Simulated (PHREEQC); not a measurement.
PHREEQC input (ion-association model, wateq4f.dat):

```
SOLUTION_MASTER_SPECIES
  An  An-  0  An  62.0  # stands for a non-complexing anion
SOLUTION_SPECIES
  An- = An-
    -log_k 0
    -gamma 3.0 0
PHASES
  Fix_H+
    H+ = H+
    -log_k 0
SOLUTION 1
  temp 25
  units mmol/kgw
  pH 7 charge
  As(3) 5.1
  Na 6.1
  An 1
END
SELECTED_OUTPUT 1
  -reset false
  -pH true
  -pe true
  -ionic_strength true
  -water true
  -totals As Na As(3) As(5)
  -molalities Hfo_wOH Hfo_wOH2+ Hfo_wO- Hfo_sOH Hfo_sOH2+ Hfo_sO- Hfo_wH2AsO3
  -saturation_indices Arsenolite
USER_PUNCH 1
  -headings sigma psi
  10 PUNCH EDL("sigma", "Hfo"), EDL("psi", "Hfo")
PRINT
  -reset false
USE solution 1
SURFACE 1
  Hfo_wOH 0.00651685 600 2.9
  Hfo_sOH 0.000162921
EQUILIBRIUM_PHASES 1
  Fix_H+ -4 HAn 10
    -force_equality true
END
# ... the last block is repeated for the other 12 points of pH, with NaOH or the acid as the point needs
```

Selected output (columns that matter, 13 of 13 rows; pH added in front):

```
pH	mu	As	Na	m_Hfo_wOH	m_Hfo_wOH2+	m_Hfo_wO-	m_Hfo_sOH	m_Hfo_sOH2+	m_Hfo_sO-	m_Hfo_wH2AsO3	si_Arsenolite	sigma	psi
4	0.0069421	0.00010186	0.0060994	0.00019055	0.0013274	6.2665e-07	2.0442e-05	0.0001424	6.7225e-08	0.0049977	-6.6024	0.081478	0.14476
4.67	0.0066911	4.5567e-05	0.0060994	0.00043075	0.0010274	4.1374e-06	4.7988e-05	0.00011446	4.6092e-07	0.0050539	-7.3011	0.063073	0.13266
5.33	0.0065002	2.8047e-05	0.0060994	0.00070239	0.00072682	1.555e-05	7.9199e-05	8.1953e-05	1.7534e-06	0.0050715	-7.7228	0.043896	0.11507
6	0.0063488	2.1606e-05	0.0060994	0.0009135	0.00048544	3.9381e-05	0.00010346	5.4981e-05	4.4603e-06	0.0050779	-7.95	0.027541	0.092554
6.67	0.0062399	1.9151e-05	0.0060994	0.0010341	0.00032682	7.4957e-05	0.00011732	3.7079e-05	8.5042e-06	0.0050804	-8.0572	0.015553	0.06627
7.33	0.0061649	1.8471e-05	0.0060994	0.0010861	0.0002333	0.00011582	0.00012328	2.6482e-05	1.3147e-05	0.005081	-8.0997	0.0072547	0.037146
8	0.006108	1.9285e-05	0.0060994	0.001102	0.00017469	0.00015927	0.00012502	1.9817e-05	1.8068e-05	0.0050802	-8.1125	0.00095108	0.0053203
8.67	0.0060543	2.4402e-05	0.0060994	0.0010988	0.00013064	0.00021171	0.00012421	1.4768e-05	2.3931e-05	0.0050751	-8.1108	-0.0050057	-0.026926
9.33	0.0059881	4.802e-05	0.0060994	0.001081	9.1665e-05	0.00029205	0.00012023	1.0195e-05	3.2482e-05	0.0050515	-8.1007	-0.012352	-0.057285
10	0.0058898	0.00015563	0.0060994	0.0010726	5.9925e-05	0.00043982	0.00011113	6.2087e-06	4.5568e-05	0.0049439	-8.1127	-0.023257	-0.0862
10.67	0.0057262	0.00054944	0.0060995	0.0011885	4.4111e-05	0.00073358	9.8473e-05	3.6548e-06	6.0781e-05	0.0045501	-8.2739	-0.041414	-0.11533
11.33	0.0054741	0.0014912	0.0061448	0.001552	4.1994e-05	0.001314	8.6948e-05	2.3526e-06	7.3615e-05	0.0036086	-8.707	-0.074503	-0.14625
12	0.017542	0.003407	0.019197	0.001566	1.7336e-05	0.0032405	5.2886e-05	5.8547e-07	0.00010944	0.0016926	-9.3722	-0.1848	-0.16293
```

Complexes and solids missing from the database can't appear.
